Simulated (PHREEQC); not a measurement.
Solution (15 °C): 0.002 mol/kgw H2SO4, 0.00029 mol/kgw FeSO4 and 0.00081 mol/kgw Na2SO4. Closed to the air; pH follows from the charge balance.

Computed with PHREEQC (ion-association model, phreeqc.dat).

```
quantity                          before     after
------------------------------  --------  --------
pH                                  2.49      2.76
ionic strength (mol/kgw)         0.00840   0.00442
SO4-2 (mol/kgw)                  0.00255   0.00138
HSO4- (mol/kgw)                 0.000493  0.000153
Fe+2 (mol/kgw)                  0.000245  0.000130
FeSO4 (mol/kgw)                  4.42e-5   1.52e-5
SI of Melanterite (FeSO4:7H2O)     -4.18     -4.65
```

Q: Which change was made?
A. FeSO4 from 0.00029 to 0.00145 mol/kgw
B. H2SO4 from 0.002 to 0.02 mol/kgw
C. Na2SO4 from 0.00081 to 0.000891 mol/kgw
D. H2SO4 from 0.002 to 0.0022 mol/kgw
E. diluted 2-fold with water

A: E, diluted 2-fold with water

This is a speciation only: nothing precipitates in the calculation.
